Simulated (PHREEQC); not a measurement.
Dissolve 0.0011 mol/kgw NaOH, 0.06 mol/kgw NaAlO2 and 0.019 mol/kgw (CH3)4NCl at 20 °C. Closed to the air; pH follows from the charge balance.

Model: ion-association model, wateq4f.dat, run in PHREEQC.

| Item | Result |
|---|---|
| pH | 11.10 |
| ionic strength | 0.0801 mol/kgw |
| total alkalinity | 241 meq/kg |

```json
[
 {"species": "Na+", "molality": "0.0611", "activity": "0.0487", "log γ": "-0.098"},
 {"species": "Al(OH)4-", "molality": "0.0600", "activity": "0.0476", "log γ": "-0.101"},
 {"species": "Cl-", "molality": "0.0190", "activity": "0.0149", "log γ": "-0.107"},
 {"species": "(CH3)4N+", "molality": "0.0190", "activity": "0.0149", "log γ": "-0.104"},
 {"species": "OH-", "molality": "0.00110", "activity": "0.000858", "log γ": "-0.108"},
 {"species": "Al(OH)3", "molality": "2.08e-7", "activity": "2.12e-7", "log γ": "0.008"}
]
```

Precipitation was switched off in this run. Saturation is exceeded, for instance for Boehmite (slow to form), Gibbsite (slow to form); the values hold only as long as no solid forms. (CH3)4N+ isn't in the database: it is added as a free cation with an ion size of 4 Å.
